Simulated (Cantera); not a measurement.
A closed system holds: 1 mol TEOS, 4.6 mol N2O, 1.5 mol N2, equilibrated at 0.525 Torr.

These are equilibrium values from Cantera (NASA tables, ideal gas, pure condensed phases), not measurements of a reactor. Candidate condensed phases: C, C6H6, C7H8, C8H18, H2O, Si, SiC, SiO2, Si2N2O, Si3N4; 151 gas species. The feed counts by its element totals alone. Mutual solubility and eutectic melting of coexisting phases are not modelled. The tables hold silica as quartz up to 1696 K and as liquid above; real silica turns to tridymite and cristobalite and melts near 1996 K. Equilibrium is a limit: real reactors are often held back by kinetics, nucleation or transport.

Q: Which condensed phases are stable at each of these points (T (K)): 573, 673, 773, 873, 973, 1073, 1173, 1273, 1373, 1473, 1573, 1673, 1773, 1873?

A: 
```csv
T (K),condensed phases,Si condensed (%)
573,C(graphite) + SiO2(α-quartz),100.0
673,C(graphite) + SiO2(α-quartz),100.0
773,C(graphite) + SiO2(α-quartz),100.0
873,C(graphite) + SiO2(β-quartz),100.0
973,C(graphite) + SiO2(β-quartz),100.0
1073,C(graphite) + SiO2(β-quartz),100.0
1173,SiO2(β-quartz) + Si2N2O(s),100.0
1273,SiO2(β-quartz) + Si2N2O(s),99.9
1373,SiO2(β-quartz) + Si2N2O(s),96.7
1473,Si2N2O(s),79.8
1573,SiC(s),19.9
1673,SiC(s),19.7
1773,SiC(s),19.1
1873,SiC(s),16.9
```

From 573 K to 773 K the condensed part is C(graphite) + SiO2(α-quartz). From 873 K to 1073 K the condensed part is C(graphite) + SiO2(β-quartz). From 1173 K to 1373 K the condensed part is SiO2(β-quartz) + Si2N2O(s). At 1473 K the condensed part is Si2N2O(s). From 1573 K to 1873 K the condensed part is SiC(s).
